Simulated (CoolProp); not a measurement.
Values from CoolProp's reference Helmholtz-energy equation of state, Span 2000.

**Question.** For nitrogen, give the phase and the cp (kJ/(kg K)), isothermal compressibility (1/MPa), expansivity (1/kK), conductivity (mW/(m K)) at -188.55 °C and 4.02 MPa; -150.75 °C and 4.02 MPa.

**Answer.** 
- -188.55 °C and 4.02 MPa: liquid; cp 2.03, isothermal compressibility 0.00370, expansivity 5.79, conductivity 135
- -150.75 °C and 4.02 MPa: liquid; cp 3.45, isothermal compressibility 0.0496, expansivity 23.3, conductivity 63.1

Thermal conductivity comes from a separate model (Lemmon 2004).
